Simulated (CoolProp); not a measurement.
Properties of R1234ze(Z) along the isotherm 15.65 °C.

Values from CoolProp's reference Helmholtz-energy equation of state, Akasaka 2019.

| p (MPa) | phase | Z | speed of sound (m/s) |
|---|---|---|---|
| 0.177 | liquid | (withheld) | 669.5 |
| 0.353 | liquid | (withheld) | (withheld) |
| 0.53 | liquid | (withheld) | 672.2 |
| 0.706 | liquid | (withheld) | (withheld) |
| 0.883 | liquid | 0.03351 | (withheld) |
| 1.06 | liquid | 0.04021 | 676.2 |
| 1.24 | liquid | 0.04702 | 677.6 |
| 1.41 | liquid | (withheld) | 678.8 |
| 1.59 | liquid | 0.06024 | 680.2 |
| 1.77 | liquid | 0.06703 | 681.5 |

Q: Some entries are withheld; supply them.

A: 
- 0.177, Z: 0.006730
- 0.353, Z: 0.01342
- 0.353, speed of sound (m/s): 670.8
- 0.53, Z: 0.02013
- 0.706, Z: 0.02681
- 0.706, speed of sound (m/s): 673.5
- 0.883, speed of sound (m/s): 674.9
- 1.41, Z: 0.05344
